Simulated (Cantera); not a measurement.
Feed: 1 mol SiH4, 8.6 mol O2, 0.25 mol H2, held at 0.100 bar.

Method: chemical equilibrium by Gibbs-energy minimisation in Cantera with the NASA 1993 tables (ideal gas, pure condensed phases). Candidate condensed phases: H2O, Si, SiO2; 18 gas species. The tables hold silica as quartz up to 1696 K and as liquid above; real silica turns to tridymite and cristobalite and melts near 1996 K. Gases not in the tables: Si(OH)4. Equilibrium is a limit: real reactors are often held back by kinetics, nucleation or transport. All values below are at 1277 °C.

Base state: O2 0.742, H2O 0.258, OH 0.000467, O 2.13e-5 (mole fractions); condensed: SiO2(β-quartz).

Q: What changes in the equilibrium state with this change: O2 from 8.6 to 0.12 mol?

A: 
```
species                before    after
-------------------  --------  -------
H2                    3.42e-6    0.987
SiO                     <1e-9   0.0125
H                     1.84e-7  9.90e-5
O2                      0.742    <1e-9
H2O                     0.258  5.48e-6
OH                   0.000467    <1e-9
O                     2.13e-5    <1e-9
SiO2(β-quartz), mol      1.00    0.106
Si(s), mol                  0    0.866
```
Mutual solubility and eutectic melting of coexisting phases are not modelled.
